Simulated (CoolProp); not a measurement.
Values from CoolProp's reference Helmholtz-energy equation of state, Lemmon 2006. It is a short technical equation, of lower accuracy than the large ones.

Q: Give the vapour pressure (bar), enthalpy of vaporisation (kJ/kg), vapour Z, surface tension (mN/m) of saturated R141b at 44.55, 98.35 °C.

A: 
| T (°C) | p (bar) | enthalpy of vaporisation (kJ/kg) | vapour Z | surface tension (mN/m) |
|---|---|---|---|---|
| 44.55 | 1.54 | 217 | 0.948 | 15.8 |
| 98.35 | 6.53 | 186 | 0.864 | 9.60 |

Surface tension comes from a separate correlation (Mulero 2012).
